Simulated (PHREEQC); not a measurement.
Dissolve 0.14 mol HCl, 0.00052 mol FeCl3 and 0.0014 mol KCl per kg of water at 10 °C. Closed to the air; pH follows from the charge balance.

Equilibrium calculation in PHREEQC: ion-association model, phreeqc.dat.

The ionic strength comes out as 0.143 mol/kgw. What activity coefficients do Fe+3, Cl-, FeOH+2, FeCl2+, K+ get?

Fe+3 0.16, Cl- 0.74, FeOH+2 0.34, FeCl2+ 0.76, K+ 0.74.

This is a speciation only: nothing precipitates in the calculation. Complexes and solids missing from the database can't appear. Constants without temperature data keep their 25 °C values here.
